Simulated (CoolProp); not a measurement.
100 sccm (0 °C, 1 atm) of nitrogen bubbles through liquid p-xylene at 343 K and leaves saturated at a total pressure of 0.15 MPa (ideal gas phase). Each further row changes one setting.

Values from CoolProp's reference Helmholtz-energy equation of state, Zhou 2012.

```csv
case,vapour pressure (kPa),mole fraction of vapour,delivery (mg/min),delivery (sccm),change of delivery for a bath 1 K warmer (%)
as stated,10.4,[?],[?],7.48,4.5
bath temperature 348 K,[?],[?],[?],9.32,4.4
total pressure 0.3 MPa,10.4,0.0348,[?],3.61,4.3
```

Problem. Complete the blanks.

Solution. 
- as stated, mole fraction of vapour: 0.0696
- as stated, delivery (mg/min): 35.4
- bath temperature 348 K, vapour pressure (kPa): 12.8
- bath temperature 348 K, mole fraction of vapour: 0.0852
- bath temperature 348 K, delivery (mg/min): 44.1
- total pressure 0.3 MPa, delivery (mg/min): 17.1
